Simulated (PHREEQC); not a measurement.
Make-up at 25 °C: 0.013 mol CsOH and 0.00016 mol CO2 per kg of water. Closed to the air; pH follows from the charge balance.

Computed with PHREEQC (ion-association model, wateq4f.dat).

### Question
The ionic strength comes out as 0.0132 mol/kgw. What activity coefficients do HCO3-, OH-, CO3-2, Cs+ get?

### Answer
HCO3- 0.89, OH- 0.89, CO3-2 0.64, Cs+ 0.89.

Precipitation was switched off in this run.
